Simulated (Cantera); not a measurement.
Adiabatic ignition

An adiabatic, constant-volume homogeneous reactor starts with CH₄ : O₂ : N₂ = 1 : 2.44 : 9.17 (molar parts), at 1100 K and 4.93 atm.

Model: GRI-Mech 3.0 (53 species, 325 reactions), integrated in Cantera.

```json
[
 {"t (s)": "3.00e-6", "T (K)": "1100", "P (bar)": "5.00", "x CH₄": "0.0793", "x O₂": "0.193", "x CH₂CO": "<1e-12", "x NO": "<1e-12", "x CH₂": "<1e-12", "x HO₂": "1.34e-9"},
 {"t (s)": "6.46e-6", "T (K)": "1100", "P (bar)": "5.00", "x CH₄": "0.0793", "x O₂": "0.193", "x CH₂CO": "<1e-12", "x NO": "<1e-12", "x CH₂": "<1e-12", "x HO₂": "2.88e-9"},
 {"t (s)": "1.39e-5", "T (K)": "1100", "P (bar)": "5.00", "x CH₄": "0.0793", "x O₂": "0.193", "x CH₂CO": "<1e-12", "x NO": "<1e-12", "x CH₂": "<1e-12", "x HO₂": "6.18e-9"},
 {"t (s)": "3.00e-5", "T (K)": "1100", "P (bar)": "5.00", "x CH₄": "0.0793", "x O₂": "0.193", "x CH₂CO": "<1e-12", "x NO": "<1e-12", "x CH₂": "<1e-12", "x HO₂": "1.32e-8"},
 {"t (s)": "6.46e-5", "T (K)": "1100", "P (bar)": "5.00", "x CH₄": "0.0793", "x O₂": "0.193", "x CH₂CO": "<1e-12", "x NO": "<1e-12", "x CH₂": "<1e-12", "x HO₂": "2.81e-8"},
 {"t (s)": "0.000139", "T (K)": "1100", "P (bar)": "5.00", "x CH₄": "0.0793", "x O₂": "0.193", "x CH₂CO": "<1e-12", "x NO": "<1e-12", "x CH₂": "<1e-12", "x HO₂": "5.89e-8"},
 {"t (s)": "0.000300", "T (K)": "1100", "P (bar)": "5.00", "x CH₄": "0.0793", "x O₂": "0.193", "x CH₂CO": "<1e-12", "x NO": "<1e-12", "x CH₂": "<1e-12", "x HO₂": "1.19e-7"},
 {"t (s)": "0.000646", "T (K)": "1100", "P (bar)": "5.00", "x CH₄": "0.0793", "x O₂": "0.193", "x CH₂CO": "<1e-12", "x NO": "<1e-12", "x CH₂": "<1e-12", "x HO₂": "2.23e-7"},
 {"t (s)": "0.00139", "T (K)": "1100", "P (bar)": "5.00", "x CH₄": "0.0793", "x O₂": "0.193", "x CH₂CO": "<1e-12", "x NO": "<1e-12", "x CH₂": "<1e-12", "x HO₂": "3.45e-7"},
 {"t (s)": "0.00300", "T (K)": "1100", "P (bar)": "5.00", "x CH₄": "0.0793", "x O₂": "0.193", "x CH₂CO": "5.44e-12", "x NO": "<1e-12", "x CH₂": "<1e-12", "x HO₂": "4.65e-7"},
 {"t (s)": "0.00646", "T (K)": "1100", "P (bar)": "5.00", "x CH₄": "0.0792", "x O₂": "0.193", "x CH₂CO": "8.15e-11", "x NO": "<1e-12", "x CH₂": "<1e-12", "x HO₂": "7.55e-7"},
 {"t (s)": "0.0139", "T (K)": "1102", "P (bar)": "5.01", "x CH₄": "0.0791", "x O₂": "0.193", "x CH₂CO": "1.55e-9", "x NO": "<1e-12", "x CH₂": "<1e-12", "x HO₂": "1.67e-6"},
 {"t (s)": "0.0300", "T (K)": "1120", "P (bar)": "5.09", "x CH₄": "0.0769", "x O₂": "0.192", "x CH₂CO": "3.41e-7", "x NO": "<1e-12", "x CH₂": "7.76e-12", "x HO₂": "1.15e-5"},
 {"t (s)": "0.0646", "T (K)": "2800", "P (bar)": "12.9", "x CH₄": "<1e-12", "x O₂": "0.0329", "x CH₂CO": "<1e-12", "x NO": "0.0139", "x CH₂": "<1e-12", "x HO₂": "1.62e-5"},
 {"t (s)": "0.139", "T (K)": "2800", "P (bar)": "12.9", "x CH₄": "<1e-12", "x O₂": "0.0329", "x CH₂CO": "<1e-12", "x NO": "0.0139", "x CH₂": "<1e-12", "x HO₂": "1.62e-5"},
 {"t (s)": "0.300", "T (K)": "2800", "P (bar)": "12.9", "x CH₄": "<1e-12", "x O₂": "0.0329", "x CH₂CO": "<1e-12", "x NO": "0.0139", "x CH₂": "<1e-12", "x HO₂": "1.62e-5"}
]
```
x: mole fraction; the columns are a selection and need not sum to one.

```yaml
time_of_steepest_temperature_rise: 34.1 ms
temperature at 0.300 s: 2800 K
equilibrium_temperature: 2800 K
x(CH₄) at 0.300 s: <1e-12 (gas-phase equilibrium <1e-12)
x(O₂) at 0.300 s: 0.0329 (gas-phase equilibrium 0.0329)
x(CH₂CO) at 0.300 s: <1e-12 (gas-phase equilibrium <1e-12)
```
